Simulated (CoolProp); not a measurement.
Saturation properties of chloromethane (R40) (Tc = 145.5 °C, pc = 6.929 MPa, ω = 0.150).

The numbers come from the reference Helmholtz-energy equation of state, Thol 2014 in CoolProp.

| T (°C) | p (MPa) | liquid density (kg/m³) | enthalpy of vaporisation (kJ/kg) | liquid cp (kJ/(kg K)) | surface tension (mN/m) |
|---|---|---|---|---|---|
| -10.15 | 0.1784 | 978.9 | 413.7 | 1.581 | 21.1 |
| -1.65 | 0.2445 | 963.3 | 404.6 | 1.586 | 19.7 |
| 6.75 | 0.3269 | 947.6 | 395.3 | 1.595 | 18.3 |
| 15.25 | 0.4303 | 931.2 | 385.6 | 1.607 | 16.9 |
| 23.75 | 0.5566 | 914.3 | 375.4 | 1.624 | 15.6 |
| 32.15 | 0.7070 | 897.1 | 364.9 | 1.645 | 14.3 |
| 40.65 | 0.8880 | 879.0 | 353.7 | 1.670 | 12.9 |
| 49.15 | 1.101 | 860.2 | 342.0 | 1.702 | 11.6 |
| 57.55 | 1.347 | 840.8 | 329.6 | 1.740 | 10.4 |
| 66.05 | 1.634 | 820.2 | 316.4 | 1.788 | 9.15 |
| 74.45 | 1.960 | 798.8 | 302.3 | 1.846 | 7.95 |
| 82.95 | 2.335 | 775.7 | 286.9 | 1.921 | 6.77 |
| 91.45 | 2.760 | 750.8 | 270.1 | 2.021 | 5.62 |
| 99.85 | 3.234 | 724.1 | 251.8 | 2.156 | 4.53 |
| 108.35 | 3.771 | 693.9 | 231.0 | 2.357 | 3.47 |

It boils at -24.0 °C under 1 atm.

Surface tension comes from a separate correlation (Mulero 2014).
